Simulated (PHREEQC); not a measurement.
Model water analysis in mg/kgw, 25 °C, pH 6.36, pe 12.9:

```tsv
constituent	mg/kgw
Na	4960
K	73
Ca	937
Mg	385
Cl	18700
S(6) as SO4	420
Alkalinity as HCO3	17.6
Cd	30.2
```

Valence states are taken as typed.

Computed with PHREEQC (ion-association model, wateq4f.dat).

- ionic strength: 0.454 mol/kgw
- activity of water: 0.987
- charge-balance error: -29.0 %

```csv
species,molality,activity,log γ
Cl-,0.527,0.343,-0.187
Na+,0.215,0.153,-0.148
Ca+2,0.0228,0.00602,-0.578
Mg+2,0.0153,0.00452,-0.529
SO4-2,0.00262,0.000558,-0.671
K+,0.00186,0.00121,-0.187
NaSO4-,0.000614,0.000428,-0.157
CaSO4,0.000604,0.000670,0.045
MgSO4,0.000533,0.000592,0.045
HCO3-,0.000243,0.000170,-0.157
CO2,0.000152,0.000169,0.045
CdCl+,0.000115,8.43e-5,-0.136
CdCl2,0.000108,0.000120,0.045
CdCl3-,3.56e-5,2.60e-5,-0.136
```

Precipitation was switched off in this run.
